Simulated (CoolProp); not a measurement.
The numbers come from the reference Helmholtz-energy equation of state, Zhou 2012 in CoolProp.

Problem. Give the vapour pressure (bar), liquid cp (kJ/(kg K)), vapour Z of saturated m-xylene at 419.7, 519.5, 544.4 K.

Solution. 
```json
[
 {"T (K)": "419.7", "p (bar)": "1.23", "liquid cp (kJ/(kg K))": "2.15", "vapour Z": "0.950"},
 {"T (K)": "519.5", "p (bar)": "9.30", "liquid cp (kJ/(kg K))": "2.60", "vapour Z": "0.795"},
 {"T (K)": "544.4", "p (bar)": "13.6", "liquid cp (kJ/(kg K))": "2.78", "vapour Z": "0.729"}
]
```
